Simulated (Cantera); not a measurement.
A perfectly stirred reactor is fed with CH4 : O2 : N2 : H2O : CO2 = 1 : 2.27 : 8.55 : 1.9 : 0.017 (molar parts), at 1000000 Pa; it is adiabatic with a 700 K inlet, and is followed from long to short residence time, starting on the burning branch (τ in s: 0.082, 0.033, 0.013, 0.0055, 0.0022, 0.0009, 0.00037, 0.00015, 6e-05).

Cantera simulation using GRI-Mech 3.0 (53 species, 325 reactions); the numbers are that mechanism's predictions, not measurements.

Problem. Predict: blow-out, bracketed by the residence times tried; x(CH4) at τ = 82.0 ms; x(O2) at τ = 82.0 ms; x(H2O) at τ = 82.0 ms; x(CH2) at τ = 82.0 ms; x(HO2) at τ = 82.0 ms; x(CH4) at τ = 2.20 ms; x(O2) at τ = 2.20 ms; x(H2O) at τ = 2.20 ms; x(CH2) at τ = 2.20 ms; x(HO2) at τ = 2.20 ms.

Solution. 
```json
{
 "blow_out_bracketed_by_the_residence_times_tried": "burning at 60.0 µs, the shortest tried",
 "x(CH4) at τ = 82.0 ms": "9.78e-7",
 "x(O2) at τ = 82.0 ms": "0.0192",
 "x(H2O) at τ = 82.0 ms": "0.282",
 "x(CH2) at τ = 82.0 ms": "1.57e-8",
 "x(HO2) at τ = 82.0 ms": "2.60e-6",
 "x(CH4) at τ = 2.20 ms": "2.78e-5",
 "x(O2) at τ = 2.20 ms": "0.0204",
 "x(H2O) at τ = 2.20 ms": "0.281",
 "x(CH2) at τ = 2.20 ms": "5.28e-7",
 "x(HO2) at τ = 2.20 ms": "4.09e-6"
}
```
